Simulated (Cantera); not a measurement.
**NO annealing gas**

An isothermal, constant-pressure homogeneous reactor starts with NO : N2 = 1 : 0.11 (molar parts), at 2175 K and 0.0138 atm.

Detailed kinetics in Cantera: GRI-Mech 3.0 (53 species, 325 reactions). Radical loss at walls, strong at low pressure, is not modelled.

| t (s) | x NO | x NO2 | x O2 | x N2 | x N2O |
|---|---|---|---|---|---|
| 0.000500 | 0.901 | 5.42e-8 | 2.25e-7 | 0.0991 | 2.07e-5 |
| 0.00144 | 0.901 | 3.78e-7 | 1.93e-6 | 0.0991 | 5.70e-5 |
| 0.00416 | 0.900 | 2.07e-6 | 1.75e-5 | 0.0991 | 0.000144 |
| 0.0120 | 0.899 | 7.82e-6 | 0.000173 | 0.0995 | 0.000283 |
| 0.0347 | 0.895 | 1.83e-5 | 0.00163 | 0.101 | 0.000316 |
| 0.100 | 0.874 | 3.16e-5 | 0.0108 | 0.111 | 0.000238 |
| 0.289 | 0.798 | 5.54e-5 | 0.0477 | 0.149 | 0.000165 |
| 0.833 | 0.553 | 7.51e-5 | 0.168 | 0.271 | 6.11e-5 |
| 2.40 | 0.150 | 3.10e-5 | 0.367 | 0.471 | 3.64e-6 |
| 6.93 | 0.0231 | 5.15e-6 | 0.430 | 0.534 | 1.27e-7 |
| 20.0 | 0.0143 | 3.20e-6 | 0.434 | 0.539 | 7.77e-8 |
x: mole fraction; the columns are a selection and need not sum to one.

Equilibrium at this temperature and pressure: NO 0.0142, NO2 3.18e-6, O2 0.434, N2 0.539, N2O 7.75e-8 (gas phase only).
